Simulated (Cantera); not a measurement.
# Thermal oxidation and active oxidation of silicon: Si + CO2 + H2

A closed system holds: 1 mol Si, 0.6 mol CO2, 2.9 mol H2, at 1248 K.

Cantera equilibrium calculation (NASA polynomials, part measured and part estimated; ideal gas, pure solids and liquids). Candidate condensed phases: C, C6H6, C7H8, C8H18, H2O, Si, SiC, SiO2; 123 gas species. Mutual solubility and eutectic melting of coexisting phases are not modelled. The tables hold silica as quartz up to 1696 K and as liquid above; real silica turns to tridymite and cristobalite and melts near 1996 K. Equilibrium is a limit: real reactors are often held back by kinetics, nucleation or transport.

| P (Pa) | x H2 | x SiO | x CO | x CH4 | x H | x C2H4 | n SiC(s) | n SiO2(β-quartz) | n C(graphite) |
|---|---|---|---|---|---|---|---|---|---|
| 0.100 | 0.707 | 0.195 | 0.0975 | 9.23e-11 | 0.000393 | <1e-12 | 0.200 | 0 | 0 |
| 1.50 | 0.907 | 0.0381 | 0.0544 | 3.85e-9 | 0.000115 | <1e-12 | 0.426 | 0.452 | 0 |
| 22 | 0.955 | 0.00114 | 0.0443 | 3.27e-7 | 3.08e-5 | 6.16e-12 | 0.466 | 0.531 | 0 |
| 320 | 0.956 | 3.21e-5 | 0.0439 | 2.82e-5 | 8.07e-6 | 3.16e-9 | 0.467 | 0.533 | 0 |
| 4600 | 0.996 | 2.08e-6 | 0.00379 | 0.000508 | 2.17e-6 | 6.57e-8 | 0.406 | 0.594 | 0.182 |
| 68000 | 0.992 | 1.41e-7 | 0.000256 | 0.00746 | 5.64e-7 | 9.64e-7 | 0.400 | 0.600 | 0.177 |
| 1000000 | 0.926 | 1.09e-8 | 1.19e-5 | 0.0740 | 1.42e-7 | 7.41e-6 | 0.400 | 0.600 | 0 |
x: gas mole fraction; n: condensed amount in mol.

At 1.00e-6 bar the condensed part is SiC(s). From 1.50e-5 bar to 0.00320 bar the condensed part is SiC(s) + SiO2(β-quartz). From 0.0460 bar to 0.680 bar the condensed part is C(graphite) + SiC(s) + SiO2(β-quartz). At 10.0 bar the condensed part is SiC(s) + SiO2(β-quartz). The main Si-bearing gas is SiO at 1.00e-6 bar and SiH4 at 10.0 bar.
